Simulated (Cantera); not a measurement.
Cantera run, input and output.

```python
import numpy as np
import cantera as ct

gas = ct.Solution("gri30.yaml")
gas.TPX = 1025, 1200000, {'C2H4': 1, 'O2': 4.35, 'N2': 16.3, 'H2O': 1.2}
reactor = ct.IdealGasReactor(gas, energy="on", clone=False)
net = ct.ReactorNet([reactor])
net.rtol, net.atol = 1e-08, 1e-16
show = ['C2H4', 'O2', 'H2O', 'HO2', 'CH4']
times = np.geomspace(1e-06, 0.1, 12)

steps = ct.SolutionArray(gas, extra=["t"])
rows = []
print(f"{'t/s':>10s}{'T/K':>9s}{'P/Pa':>11s}" + "".join(f"{s:>11s}" for s in show))
for t in times:
    while net.time < t:
        t_next = net.step()
        steps.append(gas.state, t=t_next)
    rows.append([np.interp(t, steps.t, y) for y in (steps.T, steps.P, *steps(*show).X.T)])
    print(f"{t:10.3e}{rows[-1][0]:9.1f}{rows[-1][1]:11.4g}" + "".join(f"{x:11.3e}" for x in rows[-1][2:]))
rate = np.gradient(steps.T, steps.t)
print("integrator steps:", len(steps.t))
if steps.T.max() > steps.T[0] + 200:
    print(f"time of steepest temperature rise: {steps.t[rate.argmax()]:.4e} s")
gas.TPX = 1025, 1200000, {'C2H4': 1, 'O2': 4.35, 'N2': 16.3, 'H2O': 1.2}
gas.equilibrate("UV")
print(f"equilibrium (UV): T = {gas.T:.1f} K  " + "  ".join(f"{s} {gas[s].X[0]:.3e}" for s in show))
```

Output:

```
       t/s      T/K       P/Pa       C2H4         O2        H2O        HO2        CH4
 1.000e-06   1025.0    1.2e+06  4.376e-02  1.904e-01  5.252e-02  7.669e-13  8.101e-16
 2.848e-06   1025.0    1.2e+06  4.376e-02  1.904e-01  5.252e-02  3.150e-12  1.036e-14
 8.111e-06   1025.0    1.2e+06  4.376e-02  1.904e-01  5.252e-02  1.172e-11  1.130e-13
 2.310e-05   1025.0    1.2e+06  4.376e-02  1.904e-01  5.252e-02  3.964e-11  1.040e-12
 6.579e-05   1025.0    1.2e+06  4.376e-02  1.904e-01  5.252e-02  1.405e-10  8.378e-12
 1.874e-04   1025.0    1.2e+06  4.376e-02  1.904e-01  5.252e-02  5.617e-10  5.874e-11
 5.337e-04   1025.0    1.2e+06  4.376e-02  1.904e-01  5.252e-02  2.339e-09  3.266e-10
 1.520e-03   1025.0    1.2e+06  4.376e-02  1.904e-01  5.252e-02  9.206e-09  1.436e-09
 4.329e-03   1025.0    1.2e+06  4.376e-02  1.904e-01  5.252e-02  5.193e-08  8.639e-09
 1.233e-02   2701.6  3.185e+06  6.638e-25  5.210e-02  1.329e-01  2.235e-05  2.091e-16
 3.511e-02   2701.6  3.185e+06  6.638e-25  5.210e-02  1.329e-01  2.235e-05  2.090e-16
 1.000e-01   2701.6  3.185e+06  6.638e-25  5.210e-02  1.329e-01  2.235e-05  2.090e-16
integrator steps: 2318
time of steepest temperature rise: 9.4329e-03 s
equilibrium (UV): T = 2701.6 K  C2H4 7.827e-25  O2 5.210e-02  H2O 1.329e-01  HO2 2.235e-05  CH4 2.836e-16
```

Computed with Cantera and GRI-Mech 3.0 (53 species, 325 reactions). GRI-Mech 3.0 was tuned for natural gas; its chemistry of ethylene as a main component is partial and can be far from experiment. The pressure lies above the range GRI-Mech 3.0 was tuned for (to about 10 atm).
